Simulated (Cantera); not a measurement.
An isothermal, constant-pressure homogeneous reactor starts with C2H6 : N2 = 1 : 72 (molar parts), at 1025 K and 0.720 bar. Integrator tolerance rtol = 1e-08.

Detailed kinetics in Cantera: GRI-Mech 3.0 (53 species, 325 reactions). GRI-Mech 3.0 stops at C3 and has no aromatics, soot or wall deposition, so with more carbon than oxygen in the feed, carbon stays in small species such as C2H2 where larger ones or solid carbon would form.

What does this change do: C2H6 1 to 5 parts?


```tsv
quantity	before	after
x(C2H6) at 7.00 s	0.000581 (gas-phase equilibrium 7.96e-6)	0.00468 (gas-phase equilibrium 0.000123)
x(CH4) at 7.00 s	0.000626 (gas-phase equilibrium 0.0138)	0.00352 (gas-phase equilibrium 0.0694)
x(CH3) at 7.00 s	3.14e-8 (gas-phase equilibrium 1.73e-8)	6.31e-8 (gas-phase equilibrium 6.79e-8)
x(C2H2) at 7.00 s	0.00117 (gas-phase equilibrium 0.00109)	0.00212 (gas-phase equilibrium 0.00615)
x(HCN) at 7.00 s	<1e-12 (gas-phase equilibrium 0.00871)	<1e-12 (gas-phase equilibrium 0.0198)
x(C2H) at 7.00 s	<1e-12 (gas-phase equilibrium <1e-12)	<1e-12 (gas-phase equilibrium <1e-12)
```

What does this change do: C2H6 1 to 9.9 parts?


```tsv
quantity	before	after
x(C2H6) at 7.00 s	0.000581 (gas-phase equilibrium 7.96e-6)	0.0120 (gas-phase equilibrium 0.000330)
x(CH4) at 7.00 s	0.000626 (gas-phase equilibrium 0.0138)	0.00707 (gas-phase equilibrium 0.125)
x(CH3) at 7.00 s	3.14e-8 (gas-phase equilibrium 1.73e-8)	9.11e-8 (gas-phase equilibrium 1.11e-7)
x(C2H2) at 7.00 s	0.00117 (gas-phase equilibrium 0.00109)	0.00250 (gas-phase equilibrium 0.0113)
x(HCN) at 7.00 s	<1e-12 (gas-phase equilibrium 0.00871)	<1e-12 (gas-phase equilibrium 0.0255)
x(C2H) at 7.00 s	<1e-12 (gas-phase equilibrium <1e-12)	<1e-12 (gas-phase equilibrium <1e-12)
```
